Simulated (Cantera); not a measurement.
# Thermodynamics of calcination and drying, feed CaCO3 + H2

Charge: 1 mol CaCO3, 3.8 mol H2, held at 1175 K and 32.0 mbar.

Cantera equilibrium calculation (NASA polynomials, part measured and part estimated; ideal gas, pure solids and liquids). Candidate condensed phases: C, C6H6, C7H8, C8H18, Ca, CaCO3, CaO, Ca(OH)2, H2O; 115 gas species. Rates play no part.

```json
{
  "x(H2)": "0.620",
  "x(CO)": "0.171",
  "x(H2O)": "0.171",
  "x(CO2)": "0.0370",
  "n(CaO(s))": "1.00 mol",
  "gas_amount": "4.800 mol",
  "log10 activity of C(graphite) (absent)": "-3.16",
  "log10 activity of Ca(l) (absent)": "-14.05"
}
```
